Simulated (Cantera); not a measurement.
A Cantera script and what it prints.

```python
import numpy as np
import cantera as ct

gas_names = """
    N NO NO2 NO3 N2 N2O O O2 O3 V VN VO VO2
""".split()
cond_names = """
    V(cr) V(L) VN(s) VO(s) VO(L) V2O3(s) V2O3(L) V2O4(I) V2O4(II) V2O4(L) V2O5(s) V2O5(L)
""".split()


def load(file, names, dense=False):
    # The tables refer to 1 bar. Condensed volumes are neglected.
    table = {s.name: s for s in ct.Species.list_from_file(file)}
    out = []
    for n in names:
        d = dict(table[n].input_data)
        d["thermo"] = dict(d["thermo"], **{"reference-pressure": 1e5})
        if dense:
            d["equation-of-state"] = {"model": "constant-volume", "density": "1e6 g/cm^3"}
        out.append(ct.Species.from_dict(d))
    return out


gas = ct.Solution(thermo="ideal-gas", species=load("nasa_gas.yaml", gas_names))
cond = {s.name: ct.Solution(thermo="fixed-stoichiometry", species=[s], name=s.name)
        for s in load("nasa_condensed.yaml", cond_names, dense=True)}
atoms = {
    'V': {'V': 1},
    'O2': {'O': 2},
    'N2': {'N': 2},
}
top_T = {'VN(s)': 2300}  # K; cautious upper limits of use, not melting points


def equilibrate(T, P, feed):
    n = {}
    for name, mol in feed.items():
        for a, k in atoms[name].items():
            n[a] = n.get(a, 0.0) + k * mol
    gas.TPX = T, P, n
    mass = sum(n.values()) * gas.mean_molecular_weight
    gas.equilibrate("TP")
    valid = [c for c in cond.values() if c.min_temp <= T <= top_T.get(c.name, c.max_temp)]
    mix = ct.Mixture([(gas, mass / gas.mean_molecular_weight)] + [(c, 0.0) for c in valid])
    mix.T, mix.P = T, P
    mix.equilibrate("TP", solver="vcs", rtol=1e-11, max_steps=5000)
    return mix


results = []
T = 1650  # K
P = 1000  # Pa
for m in [0.012, 0.02, 0.033, 0.055, 0.09, 0.15, 0.25, 0.41, 0.67, 1.1, 1.8, 3, 5]:
    feed = {'V': 1, 'O2': m, 'N2': 78}  # mol
    mix = equilibrate(T, P, feed)
    results.append((T, P, feed, dict(zip(mix.species_names, mix.species_moles))))
    x = sorted(zip(gas.X, gas.species_names), reverse=True)
    print(f"T = {T:g} K  P = {P:g} Pa  n(O2) = {m:g} mol  gas = {mix.phase_moles(0):.4g} mol")
    print("   x: " + "  ".join(f"{s} {v:.3e}" for v, s in x if v > 0.0001))
    print("   condensed (mol): " + ("  ".join(f"{mix.phase(i).name} {mix.phase_moles(i):.4g}"
          for i in range(1, mix.n_phases) if mix.phase_moles(i) > 1e-12) or "none"))
```

Output:

```
T = 1650 K  P = 1000 Pa  n(O2) = 0.012 mol  gas = 77.51 mol
   x: N2 1.000e+00
   condensed (mol): VN(s) 0.976  VO(s) 0.02393
T = 1650 K  P = 1000 Pa  n(O2) = 0.02 mol  gas = 77.52 mol
   x: N2 1.000e+00
   condensed (mol): VN(s) 0.96  VO(s) 0.03993
T = 1650 K  P = 1000 Pa  n(O2) = 0.033 mol  gas = 77.53 mol
   x: N2 1.000e+00
   condensed (mol): VN(s) 0.934  VO(s) 0.06593
T = 1650 K  P = 1000 Pa  n(O2) = 0.055 mol  gas = 77.56 mol
   x: N2 1.000e+00
   condensed (mol): VN(s) 0.89  VO(s) 0.1099
T = 1650 K  P = 1000 Pa  n(O2) = 0.09 mol  gas = 77.59 mol
   x: N2 1.000e+00
   condensed (mol): VN(s) 0.82  VO(s) 0.1799
T = 1650 K  P = 1000 Pa  n(O2) = 0.15 mol  gas = 77.65 mol
   x: N2 1.000e+00
   condensed (mol): VN(s) 0.7  VO(s) 0.2999
T = 1650 K  P = 1000 Pa  n(O2) = 0.25 mol  gas = 77.75 mol
   x: N2 1.000e+00
   condensed (mol): VN(s) 0.5  VO(s) 0.4999
T = 1650 K  P = 1000 Pa  n(O2) = 0.41 mol  gas = 77.91 mol
   x: N2 1.000e+00
   condensed (mol): VN(s) 0.18  VO(s) 0.8199
T = 1650 K  P = 1000 Pa  n(O2) = 0.67 mol  gas = 78 mol
   x: N2 1.000e+00
   condensed (mol): VO(s) 0.3201  V2O3(s) 0.3399
T = 1650 K  P = 1000 Pa  n(O2) = 1.1 mol  gas = 78.12 mol
   x: N2 9.984e-01  O2 1.175e-03  VO2 2.435e-04  NO 2.008e-04
   condensed (mol): V2O4(II) 0.4905
T = 1650 K  P = 1000 Pa  n(O2) = 1.8 mol  gas = 78.82 mol
   x: N2 9.893e-01  O2 9.848e-03  NO 5.785e-04  VO2 2.435e-04
   condensed (mol): V2O4(II) 0.4904
T = 1650 K  P = 1000 Pa  n(O2) = 3 mol  gas = 80.02 mol
   x: N2 9.743e-01  O2 2.452e-02  NO 9.058e-04  VO2 2.435e-04
   condensed (mol): V2O4(II) 0.4903
T = 1650 K  P = 1000 Pa  n(O2) = 5 mol  gas = 82.02 mol
   x: N2 9.503e-01  O2 4.811e-02  NO 1.253e-03  VO2 2.435e-04
   condensed (mol): V2O4(II) 0.49
```

Cantera equilibrium calculation (NASA polynomials, part measured and part estimated; ideal gas, pure solids and liquids). Mutual solubility and eutectic melting of coexisting phases are not modelled. VN, VO: taken at fixed stoichiometry. Condensed phases not in the tables: the oxides between V2O3 and V2O5 other than VO2, solid solutions among these carbides, nitrides and lower oxides, V2N.
